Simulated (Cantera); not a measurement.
A jet of 2.37 % CH₄, 19.7 % O₂, 77.9 % N₂, equivalence ratio 0.24 at 300 K and 2100 Pa hits a platinum plate 4.5 cm away at a mass flux of 0.16 kg/m²/s; the plate temperature is set and raised in steps from an oxygen-covered start.

Cantera simulation using Deutschmann's 1995 Pt surface mechanism with GRI-Mech 3.0 gas chemistry; the numbers are that mechanism's predictions, not measurements. Catalytic surfaces can have several steady states; this one follows from the mechanism file's or the stated starting coverage.

x: mole fraction at the wall; θ: surface coverage.

```csv
plate T (K),wall x CH₄,wall x O₂,wall x H₂O,wall x OH,wall x CO,wall x CO₂,θ free Pt,θ O*
950,0.0198,0.189,0.00724,[?],1.15e-5,0.00475,0.317,0.682
1000,0.0181,0.185,0.0103,[?],1.44e-5,0.00678,0.390,0.610
1050,0.0165,0.182,0.0134,[?],1.76e-5,0.00881,0.461,0.538
1100,0.0149,0.179,0.0162,[?],2.12e-5,0.0107,0.530,0.469
1150,0.0135,0.176,0.0187,[?],2.56e-5,0.0123,0.595,0.404
```

Problem. Some entries are withheld; supply them.

Solution. 
- 950, wall x OH: 8.74e-8
- 1000, wall x OH: 2.60e-7
- 1050, wall x OH: 6.73e-7
- 1100, wall x OH: 1.56e-6
- 1150, wall x OH: 3.27e-6
